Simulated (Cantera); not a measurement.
A closed system holds: 1 mol Hg, 3.4 mol N₂, equilibrated at 0.100 bar.

Equilibrium computed with Cantera from the NASA thermochemical tables; the gas is ideal and each condensed phase is pure. Candidate condensed phases: Hg; 3 gas species. Kinetics and transport are ignored. All values below are at 975 K.

Base state: N₂ 0.773, Hg 0.227 (mole fractions); condensed: gas only.

**Question.** What changes in the equilibrium state with this change: Hg replaced by HgO?

**Answer.** 
| species | before | after |
|---|---|---|
| N₂ | 0.773 | 0.694 |
| Hg | 0.227 | 0.204 |
| O₂ | 0 | 0.102 |
| NO | 0 | 1.54e-5 |
Further candidate phases: HgO.
